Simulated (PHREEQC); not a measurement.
Consider water at 29 °C with 1.5 mol/kgw NaBr, 0.0071 mol/kgw K2SO4 and 0.3 mol/kgw LiCl. Closed to the air; pH follows from the charge balance.

Equilibrium calculation in PHREEQC: Pitzer model, pitzer.dat.

```tsv
quantity	before	after
pH	6.70	13.46
SI of Mirabilite (Na2SO4:10H2O)	-2.63	-2.83
SI of Thenardite (Na2SO4)	-3.09	-3.10
```

Q: Name the change that produced these shifts.
(A) 1.1 mol/kgw LiOH added
(B) LiCl left out
(C) NaBr replaced by Na2SO4 at the same molality
(D) LiCl from 0.3 to 3 mol/kgw

A: A, 1.1 mol/kgw LiOH added

This is a speciation only: nothing precipitates in the calculation.
